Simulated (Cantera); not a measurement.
A Cantera script and its output.

```python
import numpy as np
import cantera as ct

gas = ct.Solution("h2o2.yaml")
gas.TPX = 575, 13332, {'H2': 1, 'O2': 0.893, 'N2': 2.41, 'H2O': 0.047}
flame = ct.FreeFlame(gas, width=0.16)
flame.set_refine_criteria(ratio=3, slope=0.08, curve=0.16)
flame.transport_model = "mixture-averaged"
flame.solve(loglevel=0, auto=True)
z, T = flame.grid, flame.T
thick = (T[-1] - T[0]) / np.gradient(T, z).max()
show = ['H2', 'O2', 'H', 'H2O2', 'HO2', 'O']
print(f"laminar burning velocity  {flame.velocity[0] * 100:.3f} cm/s")
print(f"burnt temperature         {T[-1]:.1f} K")
print(f"thermal thickness         {thick * 1e3:.4f} mm")
print(f"grid points               {len(z)}")
z0 = z[flame.heat_release_rate.argmax()]
print(f"{'z/mm':>9s}{'T/K':>9s}{'u/(m/s)':>9s}" + "".join(f"{s:>11s}" for s in show))
rows = []
for k in (-3, -2, -1.5, -1, -0.5, -0.25, 0, 0.25, 0.5, 1, 2, 4, 8):
    zz = z0 + k * thick
    rows.append([k * thick, np.interp(zz, z, T), np.interp(zz, z, flame.velocity),
                 *(np.interp(zz, z, flame.X[gas.species_index(s)]) for s in show)])
    print(f"{rows[-1][0] * 1e3:9.3f}{rows[-1][1]:9.1f}{rows[-1][2]:9.3f}" + "".join(f"{x:11.3e}" for x in rows[-1][3:]))
```

It prints:

```
laminar burning velocity  488.395 cm/s
burnt temperature         2186.1 K
thermal thickness         5.4430 mm
grid points               138
     z/mm      T/K  u/(m/s)         H2         O2          H       H2O2        HO2          O
  -16.329    575.0    4.884  2.299e-01  2.053e-01  1.038e-16  2.753e-15  1.775e-14  9.545e-18
  -10.886    575.0    4.884  2.299e-01  2.053e-01  9.941e-13  4.645e-15  2.951e-11  4.908e-14
   -8.164    575.0    4.884  2.299e-01  2.053e-01  2.991e-10  4.484e-13  3.481e-09  9.201e-12
   -5.443    575.0    4.884  2.299e-01  2.053e-01  1.063e-07  2.153e-10  4.721e-07  2.029e-09
   -2.721    584.7    4.956  2.275e-01  2.054e-01  2.439e-04  1.262e-06  7.751e-05  9.028e-06
   -1.361    723.3    6.039  2.019e-01  2.025e-01  6.459e-03  1.958e-06  5.205e-05  3.057e-04
    0.000   1088.5    8.808  9.416e-02  1.630e-01  4.048e-02  1.355e-06  2.509e-05  8.379e-03
    1.361   1356.6   10.861  2.627e-02  1.134e-01  5.117e-02  1.393e-06  1.438e-05  2.050e-02
    2.721   1481.9   11.785  2.064e-02  1.059e-01  4.294e-02  9.311e-07  1.119e-05  2.186e-02
    5.443   1622.5   12.787  1.930e-02  1.027e-01  3.175e-02  5.052e-07  8.602e-06  2.017e-02
   10.886   1768.9   13.796  1.684e-02  1.005e-01  2.106e-02  2.582e-07  6.322e-06  1.690e-02
   21.772   1907.4   14.722  1.318e-02  9.911e-02  1.227e-02  1.425e-07  4.385e-06  1.271e-02
   43.544   2028.4   15.510  8.966e-03  9.868e-02  6.002e-03  8.991e-08  3.011e-06  8.364e-03
```

Computed with Cantera and the H2/O2 subset of GRI-Mech 3.0, which has no nitrogen chemistry. Burning velocities carry a grid error of a few per cent, more on coarse grids. Lean hydrogen flames are cellular in practice and burn faster than this planar one.
